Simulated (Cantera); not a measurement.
A perfectly stirred reactor is fed with C2H6 : N2 = 1 : 170 (molar parts), at 101000 Pa; it is held at 1600 K, and followed from long to short residence time.

Cantera simulation using GRI-Mech 3.0 (53 species, 325 reactions); the numbers are that mechanism's predictions, not measurements. GRI-Mech 3.0 stops at C3 and has no aromatics, soot or wall deposition, so with more carbon than oxygen in the feed, carbon stays in small species such as C2H2 where larger ones or solid carbon would form.

Task: Predict: x(C2H6) at τ = 0.570 s; x(CH3) at τ = 0.570 s; x(H2) at τ = 0.570 s; x(HCN) at τ = 0.570 s; x(C2H4) at τ = 0.570 s; x(C2H6) at τ = 22.0 ms; x(CH3) at τ = 22.0 ms; x(H2) at τ = 22.0 ms; x(HCN) at τ = 22.0 ms; x(C2H4) at τ = 22.0 ms.

Result: 
* **x(C2H6) at τ = 0.570 s**: 5.57e-6
* **x(CH3) at τ = 0.570 s**: 3.05e-5
* **x(H2) at τ = 0.570 s**: 0.00910
* **x(HCN) at τ = 0.570 s**: 2.35e-6
* **x(C2H4) at τ = 0.570 s**: 3.59e-5
* **x(C2H6) at τ = 22.0 ms**: 7.15e-5
* **x(CH3) at τ = 22.0 ms**: 0.000103
* **x(H2) at τ = 22.0 ms**: 0.00839
* **x(HCN) at τ = 22.0 ms**: 2.40e-6
* **x(C2H4) at τ = 22.0 ms**: 0.000295
